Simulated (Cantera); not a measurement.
A freely propagating, adiabatic, planar premixed flame of CH3OH : O2 : N2 = 1 : 1.7 : 8.42 (molar parts), unburnt at 423 K and 120 Torr; mixture-averaged transport, grid criteria slope 0.08 and curve 0.16, no radiation.

Computed with Cantera and GRI-Mech 3.0 (53 species, 325 reactions). GRI-Mech 3.0 was tuned for natural gas; its chemistry of methanol as a main component is partial and can be far from experiment. Burning velocities carry a grid error of a few per cent, more on coarse grids.

x: mole fraction of selected species; z is measured from the peak of heat release.

```tsv
z (mm)	T (K)	u (m/s)	x CH3OH	x O2	x HCO	x C2H6	x NO	x CH4
-6.77	423	0.549	0.0898	0.153	<1e-8	<1e-8	<1e-8	…
-4.51	426	0.553	0.0896	0.152	<1e-8	<1e-8	<1e-8	…
-3.38	436	0.568	0.0891	0.151	<1e-8	<1e-8	<1e-8	…
-2.26	501	0.658	0.0858	0.146	<1e-8	<1e-8	<1e-8	…
-1.13	818	1.10	0.0642	0.121	1.39e-8	3.91e-8	4.89e-8	…
-0.564	1146	1.57	0.0355	0.0933	5.66e-6	9.67e-8	1.98e-7	…
0	1492	2.09	0.00456	0.0623	0.000127	1.12e-7	5.04e-7	…
0.564	1590	2.23	2.94e-5	0.0449	8.19e-6	<1e-8	8.11e-7	…
1.13	1616	2.26	4.44e-8	0.0367	6.12e-8	<1e-8	1.13e-6	…
2.26	1651	2.30	<1e-8	0.0313	1.30e-8	<1e-8	1.76e-6	<1e-8
4.51	1696	2.35	<1e-8	0.0285	<1e-8	<1e-8	2.87e-6	<1e-8
9.02	1752	2.42	<1e-8	0.0265	<1e-8	<1e-8	4.58e-6	<1e-8
18.0	1815	2.49	<1e-8	0.0243	<1e-8	<1e-8	7.05e-6	<1e-8
```

### Question
Complete the blanks.

### Answer

- -6.77, x CH4: 1.32e-8
- -4.51, x CH4: 1.35e-7
- -3.38, x CH4: 6.25e-7
- -2.26, x CH4: 3.55e-6
- -1.13, x CH4: 1.78e-5
- -0.564, x CH4: 3.33e-5
- 0, x CH4: 4.04e-5
- 0.564, x CH4: 8.53e-6
- 1.13, x CH4: 6.13e-7
